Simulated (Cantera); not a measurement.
An adiabatic, constant-volume homogeneous reactor starts with 33.9 % CO, 0.712 % H2, 3.15 % CH4, 12.0 % O2, 45.4 % N2, 4.75 % H2O, at 1775 K and 750 Torr.

Cantera simulation using GRI-Mech 3.0 (53 species, 325 reactions); the numbers are that mechanism's predictions, not measurements.

**Question.** Predict: time of steepest temperature rise; temperature at 1.00 s; equilibrium temperature; x(CO) at 1.00 s; x(H2) at 1.00 s; x(HCN) at 1.00 s; x(NO2) at 1.00 s; x(O) at 1.00 s.

**Answer.** 
```json
{
 "time_of_steepest_temperature_rise": "72.6 µs",
 "temperature at 1.00 s": "2935 K",
 "equilibrium_temperature": "2935 K",
 "x(CO) at 1.00 s": "0.252 (gas-phase equilibrium 0.252)",
 "x(H2) at 1.00 s": "0.0223 (gas-phase equilibrium 0.0223)",
 "x(HCN) at 1.00 s": "2.33e-8 (gas-phase equilibrium 2.33e-8)",
 "x(NO2) at 1.00 s": "1.33e-6 (gas-phase equilibrium 1.33e-6)",
 "x(O) at 1.00 s": "0.00738 (gas-phase equilibrium 0.00738)"
}
```
